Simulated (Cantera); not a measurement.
Pyrogenic steam for wet oxidation

A perfectly stirred reactor is fed with H2 : O2 : N2 = 1.3 : 1 : 7.7 (molar parts), at 100.0 Torr; it is held at 1125 K, and followed from long to short residence time.

Cantera simulation using the H2/O2 subset of GRI-Mech 3.0, which has no nitrogen chemistry; the numbers are that mechanism's predictions, not measurements. The temperature is held fixed by assumption; the heat of reaction is taken as removed at once.

| τ (s) | x H2 | x O2 | x H2O2 | x H2O | x HO2 | x O | x H |
|---|---|---|---|---|---|---|---|
| 0.49 | 0.000676 | 0.0376 | 6.24e-7 | 0.138 | 3.87e-6 | 0.000172 | 0.000160 |
| 0.21 | 0.00115 | 0.0378 | 7.12e-7 | 0.137 | 4.51e-6 | 0.000299 | 0.000368 |
| 0.094 | 0.00190 | 0.0381 | 7.63e-7 | 0.136 | 5.00e-6 | 0.000502 | 0.000802 |
| 0.041 | 0.00312 | 0.0387 | 7.73e-7 | 0.134 | 5.41e-6 | 0.000844 | 0.00176 |
| 0.018 | 0.00504 | 0.0397 | 7.46e-7 | 0.131 | 5.74e-6 | 0.00139 | 0.00372 |
| 0.0079 | 0.00792 | 0.0414 | 6.94e-7 | 0.125 | 6.02e-6 | 0.00222 | 0.00744 |
| 0.0035 | 0.0121 | 0.0441 | 6.34e-7 | 0.117 | 6.30e-6 | 0.00339 | 0.0137 |
x: mole fraction; the columns are a selection and need not sum to one.
